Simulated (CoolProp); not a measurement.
Properties of sulfur hexafluoride along the isobar 0.101 MPa (Tc = 318.7 K, pc = 3.755 MPa, ω = 0.210).

Values from CoolProp's reference Helmholtz-energy equation of state, Guder 2009.

```tsv
T (K)	phase	cp (kJ/(kg K))	cv (kJ/(kg K))	isothermal compressibility (1/MPa)	expansivity (1/kK)	fugacity coefficient
290.7	gas	0.6571	0.5969	10.03	3.580	0.9879
311.5	gas	0.6894	0.6299	9.999	3.315	0.9903
332.2	gas	0.7190	0.6599	9.980	3.091	0.9922
352.9	gas	0.7461	0.6873	9.965	2.897	0.9936
373.6	gas	0.7707	?	9.953	2.727	0.9948
394.3	gas	0.7932	0.7349	9.944	2.576	0.9957
415	gas	?	?	9.937	2.442	0.9964
435.7	gas	0.8322	0.7743	9.930	2.322	0.9970
456.4	gas	0.8491	0.7913	9.925	2.213	0.9975
477.1	gas	0.8646	0.8069	9.921	2.115	0.9980
497.8	gas	0.8786	0.8210	9.918	2.024	0.9983
518.5	gas	0.8915	0.8339	9.915	1.942	0.9986
539.2	gas	0.9032	0.8458	9.912	1.866	0.9989
```

Task: Complete the blanks.

Result: 
- 373.6, cv (kJ/(kg K)): 0.7123
- 415, cp (kJ/(kg K)): 0.8136
- 415, cv (kJ/(kg K)): 0.7556
